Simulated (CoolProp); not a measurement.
Model: reference Helmholtz-energy equation of state, Rui 2013, in CoolProp.

Problem. For R236EA, give the phase and the speed of sound (m/s) at 360 K and 101 kPa; 396.3 K and 101 kPa.

Solution. 
- 360 K and 101 kPa: gas; speed of sound 142
- 396.3 K and 101 kPa: gas; speed of sound 150
